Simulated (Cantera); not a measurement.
Silicon nitride deposition: SiH2Cl2 + NH3 + H2 + N2

A closed system holds: 1 mol SiH2Cl2, 45 mol NH3, 36 mol H2, 22 mol N2, at 1330 Pa.

Method: chemical equilibrium by Gibbs-energy minimisation in Cantera with the NASA 1993 tables (ideal gas, pure condensed phases). Candidate condensed phases: NH4Cl, Si, Si3N4; 28 gas species. The tables' values for SiCl are old estimates; treat these amounts as uncertain. Gases not in the tables: Si2H6 and higher silanes. Equilibrium is a limit: real reactors are often held back by kinetics, nucleation or transport.

| T (K) | log p H2 | log p N2 | log p HCl | log p H | log p SiCl2 | log p Si | n Si3N4(s) | n Si(l) |
|---|---|---|---|---|---|---|---|---|
| 925 | -2.03 | -2.41 | -3.75 | -10.60 | -11.94 | <-13 | 0.333 | 0 |
| 1025 | -2.03 | -2.41 | -3.75 | -9.38 | -10.48 | <-13 | 0.333 | 0 |
| 1125 | -2.03 | -2.41 | -3.75 | -8.37 | -9.28 | <-13 | 0.333 | 0 |
| 1225 | -2.03 | -2.41 | -3.75 | -7.52 | -8.28 | <-13 | 0.333 | 0 |
| 1325 | -2.03 | -2.41 | -3.75 | -6.80 | -7.43 | -12.44 | 0.333 | 0 |
| 1425 | -2.03 | -2.41 | -3.75 | -6.18 | -6.71 | -10.52 | 0.333 | 0 |
| 1525 | -2.03 | -2.41 | -3.75 | -5.64 | -6.09 | -8.86 | 0.330 | 0 |
| 1625 | -2.03 | -2.41 | -3.76 | -5.17 | -5.57 | -7.41 | 0.323 | 0 |
| 1725 | -2.03 | -2.41 | -3.79 | -4.75 | -5.14 | -6.13 | 0.301 | 0 |
| 1825 | -2.04 | -2.40 | -3.80 | -4.38 | -5.08 | -5.34 | 0 | 0.833 |
log p: log10 of the partial pressure in bar; n: condensed amount in mol.

From 925 K to 1725 K the condensed part is Si3N4(s). At 1825 K the condensed part is Si(l). The main Si-bearing gas is SiCl4 at 925 K and SiCl2 at 1825 K.
